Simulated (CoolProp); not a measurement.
Vapour-liquid equilibrium of ethylbenzene (1) + m-xylene (2) at 18.65 °C; x and y are mole fractions of (1).

Model: multi-fluid Helmholtz-energy mixture model, Zhou 2012 and Zhou 2012; pair parameters Bell 2016, in CoolProp.

```tsv
x	bubble pressure, mixture model (bar)	bubble pressure, Raoult's law (bar)	y, mixture model	y, Raoult's law
0.05	0.007736	0.007721	0.059	0.057
0.2	0.007945	0.007892	0.227	0.223
0.35	0.008138	0.008064	0.385	0.382
0.5	0.008316	0.008235	0.535	0.535
0.65	0.008481	0.008407	0.679	0.681
0.8	0.008630	0.008578	0.818	0.821
0.95	0.008765	0.008749	0.955	0.956
```

The largest gap from Raoult's law is +1.0 % in bubble pressure, at x = 0.5. No azeotrope shows between x = 0.05 and 0.95.

The pair parameters rest on a limited set of measurements; away from them the model extrapolates.
